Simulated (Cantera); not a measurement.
A closed system holds: 1 mol Ta(OEt)5, 0.12 mol O2, at 1550 K and 75.0 Torr.

Equilibrium computed with Cantera from the NASA thermochemical tables; the gas is ideal and each condensed phase is pure. Candidate condensed phases: C, C6H6, C7H8, C8H18, H2O, Ta, TaC, Ta2O5; 113 gas species. The feed counts by its element totals alone. TaC: taken at fixed stoichiometry. Condensed phases not in the tables: Ta2C. Kinetics and transport are ignored.

Base state: H2 0.704, CO 0.295, CH4 0.000101, H 8.36e-5, H2O 2.52e-5, C2H2 (acetylene) 1.13e-5 (mole fractions); condensed: C(graphite) + TaC(s).

### Question
What changes in the equilibrium state with this change: temperature from 1550 K to 2123.15 K?

### Answer
```json
[
 {"species": "H2", "before": "0.704", "after": "0.695"},
 {"species": "CO", "before": "0.295", "after": "0.294"},
 {"species": "H", "before": "8.36e-5", "after": "0.00947"},
 {"species": "C2H2 (acetylene)", "before": "1.13e-5", "after": "0.00115"},
 {"species": "H2O", "before": "2.52e-5", "after": "1.51e-6"},
 {"species": "C(graphite), mol", "before": "3.76", "after": "3.72"},
 {"species": "TaC(s), mol", "before": "1.00", "after": "1.00"}
]
```
